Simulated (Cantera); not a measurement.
Input (Python, Cantera) and output of one run.

```python
import numpy as np
import cantera as ct

gas_names = """
    C CO CO2 C2 C2O C3 C3O2 C4 C5 Fe FeC5O5 FeO O O2 O3
""".split()
cond_names = """
    C(gr) Fe(a) Fe(c) Fe(d) Fe(L) FeC5O5(L) FeO(s) FeO(L) Fe2O3(s) Fe3O4(s)
""".split()


# ... load() reads the species with a 1 bar reference pressure and builds the phases ...
atoms = {
    'Fe': {'Fe': 1},
    'CO2': {'C': 1, 'O': 2},
    'CO': {'C': 1, 'O': 1},
}
top_T = {'C(gr)': 4500, 'Fe2O3(s)': 1830, 'Fe3O4(s)': 1870}  # K; cautious upper limits of use, not melting points


# ... equilibrate(T, P, feed) seeds the gas with the atoms and calls Mixture.equilibrate('TP', solver="vcs", rtol=1e-11, max_steps=5000) ...
results = []
feed = {'Fe': 1, 'CO2': 0.011, 'CO': 4.1}  # mol
P = 82000  # Pa
for T in [1000, 1100, 1200, 1300, 1400, 1500, 1600, 1700, 1800, 1900, 2000]:
    mix = equilibrate(T, P, feed)
    results.append((T, P, feed, dict(zip(mix.species_names, mix.species_moles))))

top = {s: max(r[3][s] / sum(r[3][g] for g in gas_names) for r in results) for s in gas_names}
cols = sorted((s for s in top if top[s] > 0.001), key=lambda s: -top[s])[:8]
seen = [c for c in cond_names if any(r[3].get(c, 0) > 1e-12 for r in results)]
print("log10 of partial pressures in bar; condensed amounts in mol")
print(f"{'T/K':>10s}" + "".join(f"{s[:9]:>10s}" for s in cols + seen))
for T, P, feed, n in results:
    ng = sum(n[g] for g in gas_names)
    print(f"{T:10.4g}" + "".join(f"{np.log10(max(n[s] / ng * P / 1e5, 1e-99)):10.3f}" for s in cols)
          + "".join(f"{n.get(c, 0):10.4g}" for c in seen))
```

Output:

```
log10 of partial pressures in bar; condensed amounts in mol
       T/K        CO       CO2     C(gr)     Fe(a)     Fe(c)     Fe(d)     Fe(L)    FeO(s)
      1000    -0.215    -0.676     1.627         0         0         0         0         1
      1100    -0.115    -1.284     0.235         1         0         0         0         0
      1200    -0.093    -1.909   0.05006         0         1         0         0         0
      1300    -0.088    -2.462  0.006262         0         1         0         0         0
      1400    -0.087    -2.659         0         0         1         0         0         0
      1500    -0.087    -2.659         0         0         1         0         0         0
      1600    -0.087    -2.659         0         0         1         0         0         0
      1700    -0.087    -2.659         0         0         0         1         0         0
      1800    -0.087    -2.659         0         0         0    0.9999         0         0
      1900    -0.087    -2.659         0         0         0         0    0.9994         0
      2000    -0.088    -2.659         0         0         0         0    0.9982         0
```

Method: chemical equilibrium by Gibbs-energy minimisation in Cantera with the NASA 1993 tables (ideal gas, pure condensed phases). The tables' stoichiometric FeO is somewhat more stable than real wüstite, so its field is too wide. FeO: taken at fixed stoichiometry. Condensed phases not in the tables: cementite and carbon dissolved in iron.
